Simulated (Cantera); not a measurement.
# Moist CO burnout

An isothermal, constant-pressure homogeneous reactor starts with 1.54 % CO, 0.685 % O2, 1.25 % H2O, 96.5 % N2, at 1400 K and 0.110 bar.

Computed with Cantera and GRI-Mech 3.0 (53 species, 325 reactions).

```tsv
t (s)	x CO	x O2	x H2O	x H2	x O	x H	x OH
0.000300	0.0154	0.00685	0.0125	1.39e-11	2.38e-9	1.84e-10	4.25e-10
0.00133	0.0154	0.00685	0.0125	1.76e-9	1.24e-8	5.11e-9	5.69e-9
0.00591	0.0154	0.00685	0.0125	9.94e-7	2.15e-6	1.35e-6	1.33e-6
0.0262	0.00490	0.00274	0.00876	0.00157	0.00103	0.00400	0.000440
0.116	0.00321	0.00151	0.0104	0.00122	0.000370	0.00170	0.000289
0.516	0.00194	0.000509	0.0116	0.000752	6.88e-5	0.000429	0.000132
2.29	0.00137	8.80e-5	0.0120	0.000535	8.12e-6	0.000103	4.61e-5
10.2	0.00126	4.43e-6	0.0121	0.000494	3.69e-7	2.03e-5	9.88e-6
45.1	0.00126	9.58e-8	0.0121	0.000493	7.82e-9	2.95e-6	1.44e-6
200	0.00126	3.65e-9	0.0121	0.000494	3.01e-10	5.78e-7	2.83e-7
```
x: mole fraction; the columns are a selection and need not sum to one.

Equilibrium at this temperature and pressure: CO 0.00126, O2 1.14e-9, H2O 0.0121, H2 0.000492, O 9.72e-11, H 3.28e-7, OH 1.61e-7 (gas phase only).
